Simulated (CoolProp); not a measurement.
Vapour-liquid equilibrium of n-hexane (1) + dimethyl carbonate (2) at 312.6 K; x and y are mole fractions of (1).

The numbers come from the multi-fluid Helmholtz-energy mixture model, Thol 2019 and Zhou 2011; pair parameters Bell 2016 in CoolProp.

```json
[
 {"x": "0.05", "bubble pressure, mixture model (MPa)": "0.02341", "bubble pressure, Raoult's law (MPa)": "0.01573", "y, mixture model": "0.401", "y, Raoult's law": "0.116"},
 {"x": "0.15", "bubble pressure, mixture model (MPa)": "0.03271", "bubble pressure, Raoult's law (MPa)": "0.01791", "y, mixture model": "0.599", "y, Raoult's law": "0.306"},
 {"x": "0.25", "bubble pressure, mixture model (MPa)": "0.03648", "bubble pressure, Raoult's law (MPa)": "0.02010", "y, mixture model": "0.657", "y, Raoult's law": "0.454"},
 {"x": "0.35", "bubble pressure, mixture model (MPa)": "0.03802", "bubble pressure, Raoult's law (MPa)": "0.02228", "y, mixture model": "0.681", "y, Raoult's law": "0.573"},
 {"x": "0.45", "bubble pressure, mixture model (MPa)": "0.03874", "bubble pressure, Raoult's law (MPa)": "0.02447", "y, mixture model": "0.694", "y, Raoult's law": "0.671"},
 {"x": "0.55", "bubble pressure, mixture model (MPa)": "0.03922", "bubble pressure, Raoult's law (MPa)": "0.02665", "y, mixture model": "0.707", "y, Raoult's law": "0.753"},
 {"x": "0.65", "bubble pressure, mixture model (MPa)": "0.03963", "bubble pressure, Raoult's law (MPa)": "0.02884", "y, mixture model": "0.726", "y, Raoult's law": "0.822"},
 {"x": "0.75", "bubble pressure, mixture model (MPa)": "0.03987", "bubble pressure, Raoult's law (MPa)": "0.03102", "y, mixture model": "0.757", "y, Raoult's law": "0.882"},
 {"x": "0.85", "bubble pressure, mixture model (MPa)": "0.03959", "bubble pressure, Raoult's law (MPa)": "0.03321", "y, mixture model": "0.812", "y, Raoult's law": "0.934"},
 {"x": "0.95", "bubble pressure, mixture model (MPa)": "0.03808", "bubble pressure, Raoult's law (MPa)": "0.03539", "y, mixture model": "0.915", "y, Raoult's law": "0.979"}
]
```

The largest gap from Raoult's law is +82.6 % in bubble pressure, at x = 0.15. y crosses x between x = 0.75 and 0.85: the model has an azeotrope there.

The pair parameters rest on a limited set of measurements; away from them the model extrapolates. With so large a gap from Raoult's law the liquid may split in two, which this calculation doesn't test in full.
